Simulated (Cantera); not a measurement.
Input: 1 mol (CH₃)₂SiCl₂, 4.5 mol H₂, equilibrated at 140 Pa.

Method: chemical equilibrium by Gibbs-energy minimisation in Cantera with the NASA 1993 tables (ideal gas, pure condensed phases). Candidate condensed phases: C, C₆H₆, C₇H₈, C₈H₁₈, Si, SiC; 109 gas species. The feed counts by its element totals alone. The tables' values for SiCl₃ are old estimates; treat these amounts as uncertain. Kinetics and transport are ignored. All values below are at 1225 K.

Base state: H₂ 0.766, HCl 0.234, SiCl₂ 0.000341, SiCl₄ 0.000132, SiCl₃ 7.55e-5, SiHCl₃ 1.35e-5, CH₄ 1.08e-5 (mole fractions); condensed: C(graphite) + SiC(s).

### Question
What changes in the equilibrium state with this change: (CH₃)₂SiCl₂ replaced by SiH₂Cl₂?

### Answer
```tsv
species	before	after
H₂	0.766	0.788
HCl	0.234	0.137
SiCl₂	0.000341	0.0585
CH₄	1.08e-5	0
SiH₂Cl₂	1.84e-7	3.25e-5
SiHCl₃	1.35e-5	0.00136
SiCl₃	7.55e-5	0.00751
SiCl₄	0.000132	0.00762
C(graphite), mol	1.00	0
SiC(s), mol	0.995	0
Si(s), mol	0	0.518
```

### Question
What changes in the equilibrium state with this change: (CH₃)₂SiCl₂ replaced by Si(CH₃)₄?

### Answer
```tsv
species	before	after
H₂	0.766	1.000
CH₄	1.08e-5	1.84e-5
HCl	0.234	0
SiCl₂	0.000341	0
SiCl₄	0.000132	0
SiCl₃	7.55e-5	0
SiHCl₃	1.35e-5	0
C(graphite), mol	1.00	3.00
SiC(s), mol	0.995	1.00
```
